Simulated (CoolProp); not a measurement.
Aqueous sodium chloride as a coolant, 15 % by mass, freezing at -10.9 °C, 1 atm.

Computed with CoolProp (Melinder's fits for secondary coolants).

| T (°C) | viscosity (mPa s) | cp (kJ/(kg K)) | Prandtl number | conductivity (W/(m K)) |
|---|---|---|---|---|
| -5.7 | 2.82 | 3.506 | 18.2 | 0.543 |
| -1.2 | 2.42 | 3.516 | 15.5 | 0.550 |
| 3.3 | 2.10 | 3.526 | 13.3 | 0.557 |
| 7.8 | 1.84 | 3.534 | 11.5 | 0.564 |
| 12.3 | 1.62 | 3.542 | 10.1 | 0.572 |
| 16.8 | 1.44 | 3.549 | 8.86 | 0.579 |
| 21.3 | 1.30 | 3.555 | 7.86 | 0.586 |
| 25.8 | 1.17 | 3.560 | 7.04 | 0.593 |
| 30.3 | 1.07 | 3.564 | 6.36 | 0.600 |
